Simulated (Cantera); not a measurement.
A freely propagating, adiabatic, planar premixed flame of 35.3 % H₂, 13.6 % O₂, 51.1 % N₂, equivalence ratio 1.3, unburnt at 400 K and 1000000 Pa; mixture-averaged transport, grid criteria slope 0.08 and curve 0.16, no radiation.

Computed with Cantera and the H2/O2 subset of GRI-Mech 3.0, which has no nitrogen chemistry. The hydrogen kinetics of GRI-Mech 3.0 are dated; newer H2 mechanisms differ, most at raised pressure. Burning velocities carry a grid error of a few per cent, more on coarse grids.

x: mole fraction of selected species; z is measured from the peak of heat release.

```tsv
z (mm)	T (K)	u (m/s)	x H₂	x O₂	x H₂O	x H₂O₂	x H	x HO₂
-0.0641	400	3.78	0.353	0.136	2.45e-8	<1e-8	<1e-8	<1e-8
-0.0427	400	3.78	0.353	0.136	2.82e-7	<1e-8	<1e-8	…
-0.0320	401	3.78	0.352	0.136	4.66e-6	2.96e-8	<1e-8	…
-0.0214	405	3.80	0.348	0.137	7.81e-5	6.14e-7	<1e-8	…
-0.0107	507	4.59	0.318	0.140	0.00557	5.62e-5	6.41e-6	…
-0.00534	881	7.65	0.267	0.129	0.0442	0.000189	0.00160	…
0	1364	11.6	0.200	0.0951	0.122	7.10e-5	0.0108	…
0.00534	1701	14.3	0.142	0.0539	0.199	7.31e-6	0.0223	…
0.0107	1893	15.8	0.109	0.0271	0.247	4.02e-6	0.0280	…
0.0214	2075	17.2	0.0881	0.00842	0.281	2.18e-6	0.0267	…
0.0427	2219	18.3	0.0845	0.00282	0.296	1.17e-6	0.0189	…
0.0855	2320	19.0	0.0845	0.00121	0.305	6.73e-7	0.0117	…
0.171	2385	19.4	0.0846	0.000452	0.310	3.34e-7	0.00678	…
```

Question: Some entries are withheld; supply them.

Answer: 
- -0.0427, x HO₂: 1.14e-8
- -0.0320, x HO₂: 2.33e-7
- -0.0214, x HO₂: 4.77e-6
- -0.0107, x HO₂: 0.000545
- -0.00534, x HO₂: 0.00153
- 0, x HO₂: 0.000717
- 0.00534, x HO₂: 0.000334
- 0.0107, x HO₂: 0.000150
- 0.0214, x HO₂: 4.14e-5
- 0.0427, x HO₂: 1.32e-5
- 0.0855, x HO₂: 5.12e-6
- 0.171, x HO₂: 1.60e-6
